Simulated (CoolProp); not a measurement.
Octamethyltrisiloxane (MDM) along the isobar 0.848 MPa: fugacity coefficient from the reference equation and from simpler models built on Tc = 292.2 °C, pc = 1.438 MPa, ω = 0.528; each cubic takes its own stable root.

Values from CoolProp's reference Helmholtz-energy equation of state, Thol 2017.

```csv
T (°C),phase,reference,van der Waals,Redlich-Kwong,Peng-Robinson
151.05,liquid,0.1156,0.4312,0.2470,0.1148
162.65,liquid,0.1525,0.4791,[?],0.1511
174.25,liquid,0.1968,0.5288,0.3494,0.1948
185.85,liquid,0.2490,0.5801,0.4075,0.2464
197.45,liquid,0.3095,0.6327,0.4697,0.3062
209.05,liquid,0.3782,0.6862,0.5355,0.3742
220.65,liquid,0.4550,[?],[?],0.4501
232.25,liquid,0.5393,0.7688,0.6751,0.5332
243.85,liquid,[?],0.7818,0.7447,0.6225
255.45,liquid,0.7268,0.7938,[?],0.7161
267.05,gas,0.7649,0.8048,[?],0.7492
278.65,gas,0.7849,0.8149,0.7903,0.7679
290.25,gas,0.8025,0.8244,0.8029,0.7848
301.85,gas,0.8183,0.8331,[?],0.8003
```

Fill in the missing entries.


- 162.65, Redlich-Kwong: 0.2958
- 220.65, van der Waals: 0.7401
- 220.65, Redlich-Kwong: 0.6042
- 243.85, reference: 0.6304
- 255.45, Redlich-Kwong: 0.7615
- 267.05, Redlich-Kwong: 0.7766
- 301.85, Redlich-Kwong: 0.8144

At some of these states van der Waals, Redlich-Kwong gives the other phase, because its saturation line lies elsewhere.
